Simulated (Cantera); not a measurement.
**Equilibrium for chlorosilane synthesis and conversion: SiCl4 + Cl2 + H2**

Input: 1 mol SiCl4, 2.5 mol Cl2, a varied amount of H2, held at 923.15 K and 75.0 Torr.

These are equilibrium values from Cantera (NASA tables, ideal gas, pure condensed phases), not measurements of a reactor. Candidate condensed phases: Si; 19 gas species. The tables' values for SiCl3 are old estimates; treat these amounts as uncertain. Kinetics and transport are ignored.

```tsv
n(H2) (mol)	x HCl	x H2	x SiCl4	x Cl2	x SiHCl3	x Cl	x SiCl3
2.1	0.750	3.53e-11	0.179	0.0714	<1e-12	9.46e-5	9.51e-11
2.7	0.806	0.0322	0.161	9.03e-11	2.30e-5	3.37e-9	2.41e-6
3.5	0.714	0.143	0.143	1.60e-11	0.000102	1.42e-9	5.08e-6
4.4	0.633	0.240	0.126	7.47e-12	0.000171	9.68e-10	6.58e-6
5.6	0.550	0.340	0.110	3.97e-12	0.000242	7.06e-10	7.82e-6
7.1	0.472	0.434	0.0940	2.30e-12	0.000308	5.37e-10	8.82e-6
9	0.400	0.520	0.0796	1.38e-12	0.000369	4.16e-10	9.64e-6
11	0.345	0.586	0.0685	<1e-12	0.000415	3.38e-10	1.02e-5
15	0.271	0.675	0.0536	<1e-12	0.000477	2.47e-10	1.09e-5
19	0.223	0.733	0.0439	<1e-12	0.000516	1.95e-10	1.13e-5
```
x: gas mole fraction; nothing condenses.

From 2.1 mol H2 to 19 mol H2 nothing is condensed. The main Si-bearing gas is SiCl4 throughout.
